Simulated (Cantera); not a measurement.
Source: NASA polynomial tables (part measured, part estimated), evaluated in Cantera. Values are per mole of reaction as written; species without (g) are pure solids or liquids, kept so even where they would boil at 1 bar.

Problem. Between 300 and 948 K, where is each reaction favourable under standard conditions?
- 2 Na + 3 CO(g) = Na2CO3 + 2 C
- 2 Na2CO3 + C = 4 Na(g) + 3 CO2(g)

Solution. 
- 2 Na + 3 CO(g) = Na2CO3 + 2 C: ΔG° is -636 kJ at 300 K and -280 kJ at 948 K; it stays negative (K > 1). ΔH° is -783 kJ and ΔS° -530 J/K at 948 K.
- 2 Na2CO3 + C = 4 Na(g) + 3 CO2(g): ΔG° is 1218 kJ at 300 K and 621 kJ at 948 K; it stays positive (K < 1). ΔH° is 1448 kJ and ΔS° 872 J/K at 948 K.
